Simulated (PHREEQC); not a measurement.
**Alkaline etch or developer: speciation**

Dissolve 0.25 mol/kgw NaOH, 2.4e-05 mol/kgw H4SiO4 and 0.0057 mol/kgw K3PO4 at 25 °C. Closed to the air; pH follows from the charge balance.

Computed with PHREEQC (ion-association model, phreeqc.dat).

Each row changes one thing in this solution. Precipitation was switched off in this run.

```csv
case,pH,ionic strength (mol/kgw),HPO4-2 (mol/kgw),H2SiO4-2 (mol/kgw),NaHPO4- (mol/kgw),H3SiO4- (mol/kgw),SI of Quartz (SiO2)
as made,13.23,0.284,0.000101,1.78e-5,1.31e-5,6.18e-6,-4.78
K3PO4 replaced by Na2HPO4 at the same molality,13.22,0.278,0.000105,1.77e-5,1.43e-5,6.30e-6,-4.76
K3PO4 replaced by K2HPO4 at the same molality,13.22,0.278,0.000105,1.77e-5,1.37e-5,6.30e-6,-4.76
temperature from 25 to 30 °C,13.06,0.284,0.000131,1.76e-5,1.68e-5,6.42e-6,-4.74
diluted 100-fold with water,11.38,0.00274,4.97e-5,4.39e-9,1.93e-7,2.29e-7,-4.23
H4SiO4 from 2.4e-05 to 2.64e-05 mol/kgw,13.23,0.284,0.000101,1.96e-5,1.31e-5,6.80e-6,-4.74
diluted 10-fold with water,12.32,0.0280,0.000177,4.39e-7,4.64e-6,1.96e-6,-4.29
NaOH from 0.25 to 0.275 mol/kgw,13.27,0.309,8.85e-5,1.83e-5,1.23e-5,5.71e-6,-4.85
```
